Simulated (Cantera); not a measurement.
Charge: 1 mol V2O3, a varied amount of H2, at 1900 °C and 2.48 Torr.

Method: chemical equilibrium by Gibbs-energy minimisation in Cantera with the NASA 1993 tables (ideal gas, pure condensed phases). Candidate condensed phases: H2O, V, VO, V2O3, V2O4, V2O5; 12 gas species. VO: taken at fixed stoichiometry. Rates play no part.

Task: Which condensed phases are stable at each of these points (n(H2) (mol)): 47, 63, 84, 110, 150, 200, 260, 350, 470?

Result: 
```json
[
 {"n(H2) (mol)": "47", "condensed phases": "VO(l)", "V condensed (%)": "60.5"},
 {"n(H2) (mol)": "63", "condensed phases": "VO(l)", "V condensed (%)": "54.5"},
 {"n(H2) (mol)": "84", "condensed phases": "VO(l)", "V condensed (%)": "46.3"},
 {"n(H2) (mol)": "110", "condensed phases": "VO(l)", "V condensed (%)": "35.5"},
 {"n(H2) (mol)": "150", "condensed phases": "VO(l)", "V condensed (%)": "17.9"},
 {"n(H2) (mol)": "200", "condensed phases": "gas only", "V condensed (%)": "0.0"},
 {"n(H2) (mol)": "260", "condensed phases": "gas only", "V condensed (%)": "0.0"},
 {"n(H2) (mol)": "350", "condensed phases": "gas only", "V condensed (%)": "0.0"},
 {"n(H2) (mol)": "470", "condensed phases": "gas only", "V condensed (%)": "0.0"}
]
```

From 47 mol H2 to 150 mol H2 the condensed part is VO(l). From 200 mol H2 to 470 mol H2 nothing is condensed.
